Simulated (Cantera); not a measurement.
A diamond (100) surface in a fixed gas of H2 with x(CH4) = 0.015, x(H) = 0.0011, at 925 K, 13.5 Torr; coverages are run to steady state.

Cantera simulation using the Harris–Goodwin 1993 mechanism for the reconstructed diamond (100) surface; the numbers are that mechanism's predictions, not measurements.

One state of this run: growth (µm/h) = 0.537; θ c6HH = 0.621; θ c6H* = 0.0113; θ c6*H = 0.291; θ c6** = 0.00480; θ c6HM = 0.0563. θ: site fractions in the mechanism's names (c6HH fully hydrogenated, c6H* and c6*H radical sites, c6** diradical, c6HM methylated).

Question: Which value of x(CH3) does it belong to?
A) 0.00021
B) 4.5e-05
C) 9.6e-05
D) 0.00044

Answer: C, 9.6e-05
